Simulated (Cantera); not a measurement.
A Cantera script and what it prints.

```python
import numpy as np
import cantera as ct

gas_names = """
    H H2 N NH NH2 NH3 N2 N2H2 N2H4 Si SiH SiH2 SiH3 SiH4 SiN Si2 Si2N Si3
""".split()
cond_names = """
    Si(cr) Si(L) Si3N4(a)
""".split()


# ... load() reads the species with a 1 bar reference pressure and builds the phases ...
atoms = {
    'SiH4': {'Si': 1, 'H': 4},
    'N2': {'N': 2},
    'H2': {'H': 2},
}
top_T = {'Si3N4(a)': 2400}  # K; cautious upper limits of use, not melting points


# ... equilibrate(T, P, feed) seeds the gas with the atoms and calls Mixture.equilibrate('TP', solver="vcs", rtol=1e-11, max_steps=5000) ...
results = []
feed = {'SiH4': 1, 'N2': 1.6, 'H2': 0.63}  # mol
T = 1173.15  # K
P = 100000  # Pa
mix = equilibrate(T, P, feed)
results.append((T, P, feed, dict(zip(mix.species_names, mix.species_moles))))
print(gas.report(threshold=0.001))
for i in range(1, mix.n_phases):
    print(f"{mix.phase(i).name:16s} {mix.phase_moles(i):12.5e} mol")
```

Result:

```
       temperature   1173.2 K
          pressure   1e+05 Pa
           density   0.090487 kg/m^3
  mean mol. weight   8.8262 kg/kmol
   phase of matter   gas

                          1 kg             1 kmol
                     ---------------   ---------------
          enthalpy        2.9794e+06        2.6297e+07  J
   internal energy        1.8743e+06        1.6543e+07  J
           entropy             21780        1.9224e+05  J/K
    Gibbs function       -2.2572e+07       -1.9923e+08  J
 heat capacity c_p            3584.7             31639  J/K
 heat capacity c_v            2642.6             23325  J/K

                      mass frac. Y      mole frac. X     chem. pot. / RT
                     ---------------   ---------------   ---------------
                H2           0.16857           0.73802           -18.221
                N2           0.83129           0.26191            -26.63
     [  +16 minor]        0.00013606        7.0608e-05

Si(cr)            0.00000e+00 mol
Si3N4(a)          3.33333e-01 mol
```

Method: chemical equilibrium by Gibbs-energy minimisation in Cantera with the NASA 1993 tables (ideal gas, pure condensed phases). N2 is the only nitrogen source here; it is nearly inert below about 1500 K, so the nitride shown seldom forms there in practice.
